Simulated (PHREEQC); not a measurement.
Dissolve 0.021 mol H2SO4, 0.00017 mol FeSO4 and 4.9e-05 mol NiSO4 per kg of water at 25 °C. Closed to the air; pH follows from the charge balance.

Equilibrium calculation in PHREEQC: ion-association model, wateq4f.dat.

```
Item                      Result
----------------  --------------
pH                          1.59
ionic strength    0.0384 mol/kgw
total alkalinity    -42.0 meq/kg
```

```tsv
species	molality	activity	log γ
H+	0.0294	0.0254	-0.063
HSO4-	0.0126	0.0105	-0.078
SO4-2	0.00857	0.00426	-0.304
Fe+2	0.000116	5.98e-5	-0.289
FeSO4	4.48e-5	4.52e-5	0.004
Ni+2	3.49e-5	1.71e-5	-0.311
NiSO4	1.40e-5	1.42e-5	0.004
FeHSO4+	9.04e-6	7.56e-6	-0.078
```

No solid was allowed to form. Complexes and solids missing from the database can't appear.
